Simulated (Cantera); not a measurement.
Charge: 1 mol NaBr, 6.6 mol O₂, 380 mol N₂, held at 1.40e-6 bar.

Method: chemical equilibrium by Gibbs-energy minimisation in Cantera with the NASA 1993 tables (ideal gas, pure condensed phases). Candidate condensed phases: Br₂, Na, NaBr, NaO₂, Na₂O, Na₂O₂; 16 gas species. Rates play no part.

Problem. At 1748 K, list the 4 most abundant gas species with their mole fractions, and the condensed phases.

Solution. N₂ 0.974, O₂ 0.0129, O 0.00704, Br 0.00255. Condensed: gas only.
